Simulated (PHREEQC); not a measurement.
Dissolve 0.0026 mol/kgw KH2PO4 and 0.0029 mol/kgw Na2HPO4 at 10 °C. Closed to the air; pH follows from the charge balance.

The numbers come from PHREEQC with the ion-association model, phreeqc.dat.

Each row changes one thing in this solution. No solid was allowed to form.

| case | pH | ionic strength (mol/kgw) | HPO4-2 (mol/kgw) | H2PO4- (mol/kgw) | NaHPO4- (mol/kgw) | PO4-3 (mol/kgw) |
|---|---|---|---|---|---|---|
| as made | 7.15 | 0.0112 | 0.00287 | 0.00260 | 2.13e-5 | 2.32e-8 |
| temperature from 10 to 65 °C | 7.01 | 0.0112 | 0.00287 | 0.00260 | 2.04e-5 | 4.95e-8 |
| diluted 100-fold with water | 7.28 | 0.000113 | 2.90e-5 | 2.60e-5 | 3.12e-9 | 1.92e-10 |
| Na2HPO4 from 0.0029 to 0.00319 mol/kgw | 7.19 | 0.0121 | 0.00315 | 0.00260 | 2.54e-5 | 2.82e-8 |
| diluted 2-fold with water | 7.19 | 0.00563 | 0.00144 | 0.00130 | 5.98e-6 | 1.09e-8 |
| KH2PO4 replaced by K2CO3 at the same molality | 10.97 | 0.0162 | 0.00270 | 3.51e-7 | 1.86e-5 | 0.000159 |
| KH2PO4 left out | 9.45 | 0.00865 | 0.00286 | 1.35e-5 | 2.22e-5 | 4.32e-6 |

Complexes and solids missing from the database can't appear. Constants without temperature data keep their 25 °C values here.
